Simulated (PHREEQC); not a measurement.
Solution (25 °C): 0.0016 mol/kgw NH4HF2 and 0.00039 mol/kgw (NH4)2SiF6. Closed to the air; pH follows from the charge balance.

Model: ion-association model, phreeqc.dat, run in PHREEQC.

Each row changes one thing in this solution. Precipitation was switched off in this run.

```tsv
case	pH	ionic strength (mol/kgw)	F- (mol/kgw)	HF (mol/kgw)	SiF6-2 (mol/kgw)	H4SiO4 (mol/kgw)	SI of Quartz (SiO2)
as made	3.35	0.00318	0.00218	0.00136	0.000330	6.01e-5	-0.24
(NH4)2SiF6 from 0.00039 to 0.00078 mol/kgw	3.34	0.00434	0.00226	0.00145	0.000691	8.89e-5	-0.07
temperature from 25 to 5 °C	3.30	0.00330	0.00214	0.00108	0.000384	6.33e-6	-0.90
NH4HF2 from 0.0016 to 0.00016 mol/kgw	3.32	0.00153	0.00126	0.000866	8.78e-5	0.000302	?
NH4HF2 replaced by NaHF2 at the same molality	3.35	0.00318	0.00218	0.00136	0.000330	6.02e-5	-0.24
temperature from 25 to 15 °C	3.33	0.00324	0.00214	0.00119	0.000367	2.30e-5	-0.50
temperature from 25 to 80 °C	?	0.00266	0.00260	0.00281	9.93e-6	0.000380	?
diluted 5-fold with water	3.53	0.000777	0.000776	0.000329	1.75e-7	7.78e-5	-0.13
```

**Question.** Some entries are withheld; supply them.

**Answer.** 
- NH4HF2 from 0.0016 to 0.00016 mol/kgw, SI of Quartz (SiO2): +0.46
- temperature from 25 to 80 °C, pH: 3.59
- temperature from 25 to 80 °C, SI of Quartz (SiO2): -0.12

Some of these states are supersaturated (in Quartz (slow to form), for instance). Away from 25 °C the constants follow the database's enthalpies or fits; those with neither stay at their 25 °C values. SiF6-2 is the database's only silicon fluoride.
